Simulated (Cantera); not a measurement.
A perfectly stirred reactor is fed with CH4 : O2 : N2 : H2O = 1 : 2.3 : 8.64 : 0.25 (molar parts), equivalence ratio 0.87, at 4.93 atm; it is adiabatic with a 350 K inlet, and is followed from long to short residence time, starting on the burning branch (τ in s: 0.36, 0.14, 0.056, 0.022, 0.0089, 0.0035, 0.0014, 0.00056, 0.00022, 8.8e-05, 3.5e-05, 1.4e-05, 5.5e-06).

Cantera simulation using GRI-Mech 3.0 (53 species, 325 reactions); the numbers are that mechanism's predictions, not measurements.

Question: Predict: blow-out, bracketed by the residence times tried; x(CH4) at τ = 0.360 s; x(O2) at τ = 0.360 s; x(H2O) at τ = 0.360 s; x(CH4) at τ = 1.40 ms; x(O2) at τ = 1.40 ms; x(H2O) at τ = 1.40 ms; x(C2H2) at τ = 1.40 ms; x(C2H4) at τ = 1.40 ms.

Answer: 
```
Property                                                                       Value
------------------------------------------------  ----------------------------------
blow-out, bracketed by the residence times tried  burning at 88.0 µs, out at 35.0 µs
x(CH4) at τ = 0.360 s                                                        5.43e-7
x(O2) at τ = 0.360 s                                                          0.0239
x(H2O) at τ = 0.360 s                                                          0.183
x(CH4) at τ = 1.40 ms                                                        6.02e-5
x(O2) at τ = 1.40 ms                                                          0.0265
x(H2O) at τ = 1.40 ms                                                          0.180
x(C2H2) at τ = 1.40 ms                                                       7.49e-8
x(C2H4) at τ = 1.40 ms                                                       5.91e-8
```
